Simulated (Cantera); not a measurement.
Input (Python, Cantera):

```python
import numpy as np
import cantera as ct

gas = ct.Solution("gri30.yaml")
gas.TP = 300, 220000
flame = ct.CounterflowDiffusionFlame(gas, width=0.02)
flame.fuel_inlet.X, flame.fuel_inlet.T = {'CH4': 1, 'C2H6': 0.087}, 623
flame.oxidizer_inlet.X, flame.oxidizer_inlet.T = {'O2': 0.2, 'N2': 0.8}, 600
flame.set_refine_criteria(ratio=3, slope=0.12, curve=0.24, prune=0.03)
show = ['OH', 'H', 'NO', 'CO', 'C2H2']

rows = []
print(f"{'mdot':>8s}{'a_max':>10s}{'a_mean':>10s}{'Tmax/K':>9s}" + "".join(f"{s:>11s}" for s in show) + "   (peak mole fractions)")
for i, mdot in enumerate([0.55, 0.83, 1.3, 1.9, 2.9, 4.4, 6.7, 10]):  # kg/m2/s on the oxidiser side
    flame.oxidizer_inlet.mdot, flame.fuel_inlet.mdot = mdot, 0.8 * mdot
    flame.solve(loglevel=0, auto=(i == 0))
    if flame.T.max() < max(623, 600) + 100:
        print(f"{mdot:8.3g}  no burning solution found from the previous one")
        break
    dT = np.abs(np.gradient(flame.T, flame.grid))
    rows.append([flame.strain_rate("max"), flame.strain_rate("mean"), flame.T.max(),
                 *(flame.X[gas.species_index(s)].max() for s in show), max(dT[0], dT[-1]) / dT.max()])
    print(f"{mdot:8.3g}{rows[-1][0]:10.1f}{rows[-1][1]:10.1f}{rows[-1][2]:9.1f}" + "".join(f"{x:11.3e}" for x in rows[-1][3:-1]))
```

Output:

```
    mdot     a_max    a_mean   Tmax/K         OH          H         NO         CO       C2H2   (peak mole fractions)
    0.55     215.7      51.8   2212.8  7.398e-03  2.882e-03  3.364e-04  5.304e-02  1.991e-02
    0.83     313.4      78.2   2194.5  7.542e-03  3.088e-03  3.120e-04  5.166e-02  1.853e-02
     1.3     472.7     122.5   2177.1  7.661e-03  3.326e-03  2.838e-04  5.063e-02  1.709e-02
     1.9     670.0     179.0   2161.5  7.703e-03  3.523e-03  2.553e-04  5.006e-02  1.576e-02
     2.9     989.7     273.2   2139.9  7.626e-03  3.700e-03  2.165e-04  4.957e-02  1.411e-02
     4.4    1457.9     414.6   2114.5  7.414e-03  3.825e-03  1.730e-04  4.937e-02  1.241e-02
     6.7    2158.3     631.3   2082.7  7.017e-03  3.851e-03  1.264e-04  4.954e-02  1.054e-02
      10    3136.8     942.2   2041.0  6.362e-03  3.703e-03  8.042e-05  4.997e-02  8.341e-03
```

Cantera simulation using GRI-Mech 3.0 (53 species, 325 reactions); the numbers are that mechanism's predictions, not measurements. GRI-Mech 3.0 has no aromatics or soot, which form on the fuel side of real flames. The maximum strain rate includes the flame's own expansion and is several times the mean.
